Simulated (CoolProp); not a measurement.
Model: reference Helmholtz-energy equation of state, Span 1996, in CoolProp.

### Question
Give the vapour pressure (bar), vapour Z, liquid conductivity (mW/(m K)) of saturated carbon dioxide at 233.5, 238.7 K.

### Answer
```csv
T (K),p (bar),vapour Z,liquid conductivity (mW/(m K))
233.5,10.2,0.872,156
238.7,12.3,0.854,150
```

Thermal conductivity comes from a separate model (Huber 2016).
